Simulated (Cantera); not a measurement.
Input (Python, Cantera) and output of one run.

```python
import numpy as np
import cantera as ct

gas_names = """
    CL CL2 H HCL H2 N NH NH2 NH3 N2 N2H2 N2H4 Si SiCL SiCL2 SiCL3 SiCL4 SiH SiHCL3 SiH2 SiH2CL2 SiH3
    SiH3CL SiH4 SiN Si2 Si2N Si3
""".split()
cond_names = """
    NH4CL(a) NH4CL(b) Si(cr) Si(L) Si3N4(a)
""".split()


# ... load() reads the species with a 1 bar reference pressure and builds the phases ...
atoms = {
    'SiCl4': {'Si': 1, 'CL': 4},
    'N2': {'N': 2},
    'HCl': {'H': 1, 'CL': 1},
}
top_T = {'Si3N4(a)': 2400}  # K; cautious upper limits of use, not melting points


# ... equilibrate(T, P, feed) seeds the gas with the atoms and calls Mixture.equilibrate('TP', solver="vcs", rtol=1e-11, max_steps=5000) ...
results = []
feed = {'SiCl4': 1, 'N2': 27, 'HCl': 0.65}  # mol
T = 1598.15  # K
for P in [100, 260, 670, 1700, 4500, 12000, 30000, 77000, 200000]:
    mix = equilibrate(T, P, feed)
    results.append((T, P, feed, dict(zip(mix.species_names, mix.species_moles))))
    x = sorted(zip(gas.X, gas.species_names), reverse=True)
    print(f"T = {T:g} K  P = {P:g} Pa  gas = {mix.phase_moles(0):.4g} mol")
    print("   x: " + "  ".join(f"{s} {v:.3e}" for v, s in x if v > 1e-06))
    print("   condensed (mol): " + ("  ".join(f"{mix.phase(i).name} {mix.phase_moles(i):.4g}"
          for i in range(1, mix.n_phases) if mix.phase_moles(i) > 1e-12) or "none"))
```

Output:

```
T = 1598.15 K  P = 100 Pa  gas = 29.42 mol
   x: N2 9.176e-01  CL 2.627e-02  HCL 2.209e-02  SiCL4 1.683e-02  SiCL2 9.227e-03  SiCL3 7.923e-03  CL2 5.841e-05  H 1.891e-06  H2 1.258e-06
   condensed (mol): none
T = 1598.15 K  P = 260 Pa  gas = 29.12 mol
   x: N2 9.270e-01  SiCL4 2.282e-02  HCL 2.231e-02  CL 1.624e-02  SiCL3 6.679e-03  SiCL2 4.838e-03  CL2 5.807e-05  H2 1.291e-06  H 1.188e-06
   condensed (mol): none
T = 1598.15 K  P = 670 Pa  gas = 28.93 mol
   x: N2 9.331e-01  SiCL4 2.707e-02  HCL 2.246e-02  CL 9.776e-03  SiCL3 5.109e-03  SiCL2 2.386e-03  CL2 5.421e-05  H2 1.402e-06
   condensed (mol): none
T = 1598.15 K  P = 1700 Pa  gas = 28.82 mol
   x: N2 9.368e-01  SiCL4 2.986e-02  HCL 2.255e-02  CL 5.871e-03  SiCL3 3.699e-03  SiCL2 1.134e-03  CL2 4.961e-05  H2 1.544e-06
   condensed (mol): none
T = 1598.15 K  P = 4500 Pa  gas = 28.75 mol
   x: N2 9.391e-01  SiCL4 3.175e-02  HCL 2.260e-02  CL 3.445e-03  SiCL3 2.532e-03  SiCL2 4.995e-04  CL2 4.521e-05  H2 1.702e-06
   condensed (mol): none
T = 1598.15 K  P = 12000 Pa  gas = 28.71 mol
   x: N2 9.405e-01  SiCL4 3.294e-02  HCL 2.264e-02  CL 2.022e-03  SiCL3 1.678e-03  SiCL2 2.115e-04  CL2 4.156e-05  H2 1.857e-06
   condensed (mol): none
T = 1598.15 K  P = 30000 Pa  gas = 28.69 mol
   x: N2 9.412e-01  SiCL4 3.364e-02  HCL 2.265e-02  CL 1.235e-03  SiCL3 1.122e-03  SiCL2 9.265e-05  CL2 3.875e-05  H2 1.995e-06
   condensed (mol): none
T = 1598.15 K  P = 77000 Pa  gas = 28.67 mol
   x: N2 9.417e-01  SiCL4 3.410e-02  HCL 2.267e-02  CL 7.455e-04  SiCL3 7.344e-04  SiCL2 3.913e-05  CL2 3.623e-05  H2 2.136e-06
   condensed (mol): none
T = 1598.15 K  P = 200000 Pa  gas = 28.66 mol
   x: N2 9.420e-01  SiCL4 3.439e-02  HCL 2.267e-02  SiCL3 4.760e-04  CL 4.467e-04  CL2 3.378e-05  SiCL2 1.630e-05  H2 2.292e-06
   condensed (mol): none
```

These are equilibrium values from Cantera (NASA tables, ideal gas, pure condensed phases), not measurements of a reactor. The tables' values for SiCl3 are old estimates; treat these amounts as uncertain.
